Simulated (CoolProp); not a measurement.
R410A along the isobar 11.4 MPa: density (kg/m³) from the reference equation and from simpler models built on Tc = 344.5 K, pc = 4.901 MPa, ω = 0.296; each cubic takes its own stable root.

Computed with CoolProp (reference Helmholtz-energy equation of state, Lemmon 2003). It is a pseudo-pure fit of the blend.

```
T (K)          phase  reference
-----  -------------  ---------
296.6         liquid       1134
321.6         liquid       1033
346.5  supercritical      909.4
371.4  supercritical      741.8
396.3  supercritical      535.9
421.3  supercritical      395.3
446.2  supercritical      321.1
471.1  supercritical      276.2
496.1  supercritical      245.5
```

Task: How far does each simpler model (Redlich-Kwong, Soave-Redlich-Kwong, Peng-Robinson) lie from the reference over these 9 states: mean and median of the absolute difference, and the worst?

Result: 
- Redlich-Kwong: mean 10.4 %, median 6.6 %, worst -19.5 % at 321.6 K and 11.4 MPa
- Soave-Redlich-Kwong: mean 14.2 %, median 16.4 %, worst -20.9 % at 371.4 K and 11.4 MPa
- Peng-Robinson: mean 7.4 %, median 6.8 %, worst -13.7 % at 371.4 K and 11.4 MPa
